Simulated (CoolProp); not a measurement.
Vapour-liquid equilibrium of propane (1) + R236FA (2) at 0.785 MPa; x and y are mole fractions of (1).

The numbers come from the multi-fluid Helmholtz-energy mixture model, Lemmon 2009 and Pan 2012; pair parameters Bell 2016 in CoolProp.

| x | bubble temperature, mixture model (K) | bubble temperature, Raoult's law (K) | y, mixture model | y, Raoult's law |
|---|---|---|---|---|
| 0.05 | 325.1 | 330.9 | 0.217 | 0.129 |
| 0.15 | 311.2 | 324.8 | 0.495 | 0.339 |
| 0.25 | 302.9 | 319.3 | 0.631 | 0.501 |
| 0.35 | 298.2 | 314.3 | 0.701 | 0.626 |
| 0.45 | 295.4 | 309.7 | 0.742 | 0.724 |
| 0.55 | 293.7 | 305.6 | 0.771 | 0.802 |
| 0.65 | 292.4 | 301.8 | 0.799 | 0.863 |
| 0.75 | 291.4 | 298.3 | 0.830 | 0.913 |
| 0.85 | 290.6 | 295.1 | 0.875 | 0.953 |
| 0.95 | 290.4 | 292.2 | 0.946 | 0.986 |

The largest gap from Raoult's law is -16.4 K in bubble temperature, at x = 0.25. y crosses x between x = 0.85 and 0.95: the model has an azeotrope there.

Pair parameters are fitted to limited data, so mixtures are less certain than the pure fluids. With so large a gap from Raoult's law the liquid may split in two, which this calculation doesn't test in full.
